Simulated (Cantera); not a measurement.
Input: 1 mol CF₄, 1.6 mol H₂, at 3.70 mbar.

Equilibrium computed with Cantera from the NASA thermochemical tables; the gas is ideal and each condensed phase is pure. Candidate condensed phases: C, C₆H₆, C₇H₈, C₈H₁₈; 110 gas species. Ions and electrons are included (thermal ionisation). Rates play no part.

log p: log10 of the partial pressure in bar; nothing condenses.

| T (K) | log p HF | log p F | log p H | log p C | log p C₃ | log p CF |
|---|---|---|---|---|---|---|
| 3000 | -2.68 | -3.05 | -3.44 | -4.37 | -3.72 | -4.06 |
| 3500 | -3.37 | -2.79 | -2.91 | -3.51 | -4.49 | -4.33 |
| 4000 | … | -2.75 | -2.85 | -3.36 | … | … |
| 4500 | … | -2.74 | -2.84 | -3.35 | … | … |
| 5000 | -5.95 | -2.74 | -2.84 | -3.35 | -10.01 | -6.63 |

### Question
Complete the blanks.

### Answer

- 4000, log p HF: -4.38
- 4000, log p C₃: -6.53
- 4000, log p CF: -5.18
- 4500, log p HF: -5.25
- 4500, log p C₃: -8.45
- 4500, log p CF: -5.98
